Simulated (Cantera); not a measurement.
Input: 1 mol c-C4F8, 7.9 mol H2, equilibrated at 2348.15 K and 1.33 mbar.

Method: chemical equilibrium by Gibbs-energy minimisation in Cantera with the NASA 1993 tables (ideal gas, pure condensed phases). Candidate condensed phases: C, C6H6, C7H8, C8H18; 95 gas species. The feed counts by its element totals alone. Equilibrium is a limit: real reactors are often held back by kinetics, nucleation or transport.

Base state: HF 0.618, H2 0.221, H 0.159, C2H2 (acetylene) 0.00121, F 0.000610, C2H 4.43e-5, C3 3.00e-5, C 1.35e-5 (mole fractions); condensed: C(graphite).

### Question
What changes in the equilibrium state with this change: H2 from 7.9 to 3.7 mol?

### Answer
```csv
species,before,after
HF,0.618,0.923
F,0.000610,0.0710
CF2,1.75e-7,0.00236
H2,0.221,3.64e-5
H,0.159,0.00204
C2H2 (acetylene),0.00121,1.99e-7
CF,1.21e-5,0.00141
"C(graphite), mol",3.97,3.97
```

### Question
What changes in the equilibrium state with this change: pressure from 1.33 mbar to 0.133 bar?

### Answer
| species | before | after |
|---|---|---|
| HF | 0.618 | 0.666 |
| H2 | 0.221 | 0.313 |
| H | 0.159 | 0.0189 |
| C | 1.35e-5 | 1.35e-7 |
| C3 | 3.00e-5 | 3.00e-7 |
| F | 0.000610 | 5.52e-5 |
| CF | 1.21e-5 | 1.09e-6 |
| C2H | 4.43e-5 | 5.27e-6 |
| C(graphite), mol | 3.97 | 3.96 |
